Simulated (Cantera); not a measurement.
Mixture: CH4 : C2H6 : O2 : N2 = 1 : 0.055 : 1.37 : 5.15 (molar parts), at 3750 Torr, adiabatic and at constant volume. Ignition delay is the time to a rise of 400 K.

Detailed kinetics in Cantera: GRI-Mech 3.0 (53 species, 325 reactions).

Question: What does this change do: pressure from 3750 Torr to 15800 Torr?

Answer: 
```csv
quantity,before,after
delay at 1298 K,1.17 ms,0.293 ms
delay at 1398 K,0.419 ms,0.118 ms
delay at 1498 K,0.155 ms,49.4 µs
delay at 1598 K,61.3 µs,21.4 µs
delay at 1698 K,26.8 µs,9.78 µs
delay at 1798 K,13.3 µs,4.82 µs
delay at 1898 K,7.41 µs,2.59 µs
apparent activation energy between 1698 and 1898 K,170 kJ/mol,180 kJ/mol
```
The pressure lies above the range GRI-Mech 3.0 was tuned for (to about 10 atm).

Question: What does this change do: pressure from 3750 Torr to 293 Torr?

Answer: 
| quantity | before | after |
|---|---|---|
| delay at 1298 K | 1.17 ms | 7.97 ms |
| delay at 1398 K | 0.419 ms | 2.39 ms |
| delay at 1498 K | 0.155 ms | 0.811 ms |
| delay at 1598 K | 61.3 µs | 0.330 ms |
| delay at 1698 K | 26.8 µs | 0.161 ms |
| delay at 1798 K | 13.3 µs | 91.3 µs |
| delay at 1898 K | 7.41 µs | 58.1 µs |
| apparent activation energy between 1698 and 1898 K | 170 kJ/mol | 140 kJ/mol |

Question: What does this change do: pressure from 3750 Torr to 7500 Torr?

Answer: 
```csv
quantity,before,after
delay at 1298 K,1.17 ms,0.614 ms
delay at 1398 K,0.419 ms,0.234 ms
delay at 1498 K,0.155 ms,91.8 µs
delay at 1598 K,61.3 µs,37.7 µs
delay at 1698 K,26.8 µs,16.7 µs
delay at 1798 K,13.3 µs,8.17 µs
delay at 1898 K,7.41 µs,4.44 µs
apparent activation energy between 1698 and 1898 K,170 kJ/mol,180 kJ/mol
```
